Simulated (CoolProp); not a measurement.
Saturated liquid density (kg/m³) of hexamethyldisiloxane (MM): the reference equation beside estimates from Tc = 518.7 K, pc = 19.31 bar, ω = 0.418. Rackett uses Z = 0.29056 − 0.08775 ω.

Values from CoolProp's reference Helmholtz-energy equation of state, Thol 2016.

```tsv
T (K)	reference	Rackett	van der Waals	Redlich-Kwong	Soave-Redlich-Kwong	Peng-Robinson
240	819.5	902.6	486.4	723.6	748.1	839.8
253.7	805.5	887.9	479.6	712.5	(withheld)	(withheld)
267.4	791.5	872.9	472.5	700.9	729.7	820.4
281.1	777.3	857.6	465.2	688.7	719.6	809.7
294.8	763.0	841.9	457.6	675.9	708.8	798.2
308.4	748.6	826.0	449.8	662.6	697.4	786.1
322.1	733.9	809.5	441.7	648.5	685.1	772.9
335.8	718.8	792.5	433.2	633.7	671.9	(withheld)
349.5	703.3	774.9	424.3	618.0	657.7	743.4
363.2	687.4	756.7	414.9	601.5	642.5	726.8
376.9	670.9	737.9	405.1	(withheld)	626.0	708.8
390.5	653.9	718.3	394.9	565.7	608.2	689.2
```

**Question.** Fill in the missing entries.

**Answer.** 
- 253.7, Soave-Redlich-Kwong: 739.2
- 253.7, Peng-Robinson: 830.4
- 335.8, Peng-Robinson: 758.7
- 376.9, Redlich-Kwong: 584.1

Absolute difference from the reference over all 12 rows, mean and median: Rackett 10.2 and 10.2 %, van der Waals 40.0 and 39.9 %, Redlich-Kwong 12.0 and 11.7 %, Soave-Redlich-Kwong 7.2 and 6.9 %, Peng-Robinson 4.7 and 5.2 %.
